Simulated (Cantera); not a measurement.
Input: 1 mol Cr, 31 mol N2, 6.8 mol H2, at 1250 K.

Method: chemical equilibrium by Gibbs-energy minimisation in Cantera with the NASA 1993 tables (ideal gas, pure condensed phases). Candidate condensed phases: Cr, CrN, Cr2N; 11 gas species. Kinetics and transport are ignored.

x: gas mole fraction; n: condensed amount in mol.

```csv
P (Pa),x N2,x H2,x Cr,x H,x NH3,n Cr(s),n Cr2N(s),n CrN(s)
0.100,0.819,0.180,0.00113,0.000205,[?],0.957,0,0
1,0.820,0.180,0.000113,6.48e-5,[?],0.996,0,0
10,0.820,0.180,1.13e-5,2.05e-5,[?],1.000,0,0
100,0.820,0.180,1.13e-6,6.48e-6,[?],1.000,0,0
1000,0.819,0.181,7.00e-8,2.06e-6,[?],0,0.500,0
10000,0.819,0.181,3.94e-9,6.50e-7,[?],0,0.500,0
100000,0.818,0.182,1.54e-10,2.06e-7,[?],0,0,1.00
1000000,0.818,0.182,4.88e-12,6.52e-8,[?],0,0,1.00
```

Task: Complete the blanks.

Result: 
- 0.100, x NH3: 1.05e-11
- 1, x NH3: 1.05e-10
- 10, x NH3: 1.05e-9
- 100, x NH3: 1.06e-8
- 1000, x NH3: 1.06e-7
- 10000, x NH3: 1.06e-6
- 100000, x NH3: 1.07e-5
- 1000000, x NH3: 0.000107
